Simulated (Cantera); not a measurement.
An isothermal, constant-pressure homogeneous reactor starts with C₂H₆ : N₂ = 1 : 2.8 (molar parts), at 1025 K and 0.825 Torr.

Cantera simulation using GRI-Mech 3.0 (53 species, 325 reactions); the numbers are that mechanism's predictions, not measurements. GRI-Mech 3.0 stops at C3 and has no aromatics, soot or wall deposition, so with more carbon than oxygen in the feed, carbon stays in small species such as C2H2 where larger ones or solid carbon would form. Radical loss at walls, strong at low pressure, is not modelled.

Task: Predict: x(C₂H₆) at 40.0 s; x(CH₃) at 40.0 s; x(CH₄) at 40.0 s; x(C₂H₂) at 40.0 s.

Result: 
```
Quantity                                             Value
-----------------  ---------------------------------------
x(C₂H₆) at 40.0 s   0.0962 (gas-phase equilibrium 4.51e-6)
x(CH₃) at 40.0 s   1.64e-5 (gas-phase equilibrium 3.33e-7)
x(CH₄) at 40.0 s     0.0194 (gas-phase equilibrium 0.0725)
x(C₂H₂) at 40.0 s    0.00252 (gas-phase equilibrium 0.110)
```
